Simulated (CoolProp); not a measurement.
R13 along the isotherm 65.55 °C: Z from the reference equation and from simpler models built on Tc = 29.9 °C, pc = 3973 kPa, ω = 0.175; each cubic takes its own stable root.

The numbers come from the reference Helmholtz-energy equation of state, Platzer 1990 in CoolProp. This equation is an older, rougher fit; its heat capacities, sound speeds and derivatives of the liquid may be far off and weren't checked against measurements.

| p (kPa) | phase | reference | van der Waals | Redlich-Kwong | Soave-Redlich-Kwong | Peng-Robinson |
|---|---|---|---|---|---|---|
| 31.4 | gas | 0.9982 | 0.9982 | 0.9981 | 0.9981 | 0.9979 |
| 50.7 | gas | 0.9970 | 0.9971 | 0.9969 | 0.9970 | 0.9965 |
| 82 | gas | 0.9952 | 0.9953 | 0.9949 | 0.9951 | 0.9944 |
| 132 | gas | 0.9923 | 0.9925 | 0.9918 | 0.9921 | 0.9910 |
| 214 | gas | 0.9874 | 0.9877 | 0.9867 | 0.9872 | 0.9854 |
| 346 | gas | 0.9795 | 0.9800 | 0.9783 | 0.9793 | 0.9763 |
| 559 | gas | 0.9666 | 0.9674 | 0.9648 | 0.9663 | 0.9615 |
| 902 | gas | 0.9454 | 0.9466 | [?] | 0.9450 | 0.9375 |
| 1460 | gas | 0.9095 | 0.9110 | 0.9051 | 0.9095 | 0.8976 |
| 2360 | gas | 0.8477 | 0.8485 | 0.8412 | 0.8493 | [?] |
| 3810 | gas | [?] | 0.7278 | 0.7263 | 0.7435 | 0.7164 |
| 6150 | supercritical | [?] | 0.4714 | 0.5144 | 0.5583 | 0.5265 |
| 9930 | supercritical | 0.4559 | 0.5273 | 0.4775 | 0.5022 | 0.4626 |

**Question.** Fill in the missing entries.

**Answer.** 
- 902, Redlich-Kwong: 0.9425
- 2360, Peng-Robinson: 0.8309
- 3810, reference: 0.7356
- 6150, reference: 0.5261
